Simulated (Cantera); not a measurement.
A perfectly stirred reactor is fed with NO : N₂ = 1 : 0.24 (molar parts), at 0.300 bar; it is held at 2050 K, and followed from long to short residence time.

Computed with Cantera and GRI-Mech 3.0 (53 species, 325 reactions).

Question: What does this change do: pressure from 0.300 bar to 0.0220 bar?

Answer: 
```json
[
 {"quantity": "x(NO) at τ = 0.690 s", "before": "0.434", "after": "0.714"},
 {"quantity": "x(O₂) at τ = 0.690 s", "before": "0.185", "after": "0.0450"},
 {"quantity": "x(N₂) at τ = 0.690 s", "before": "0.379", "after": "0.239"},
 {"quantity": "x(O) at τ = 0.690 s", "before": "0.000796", "after": "0.00173"},
 {"quantity": "x(N₂O) at τ = 0.690 s", "before": "7.25e-5", "after": "0.000154"},
 {"quantity": "x(NO) at τ = 12.0 ms", "before": "0.796", "after": "0.806"},
 {"quantity": "x(O₂) at τ = 12.0 ms", "before": "0.00473", "after": "0.000168"},
 {"quantity": "x(N₂) at τ = 12.0 ms", "before": "0.198", "after": "0.194"},
 {"quantity": "x(O) at τ = 12.0 ms", "before": "0.000266", "after": "0.000331"},
 {"quantity": "x(N₂O) at τ = 12.0 ms", "before": "0.000265", "after": "0.000142"}
]
```
Radical loss at walls, strong at low pressure, is not modelled.
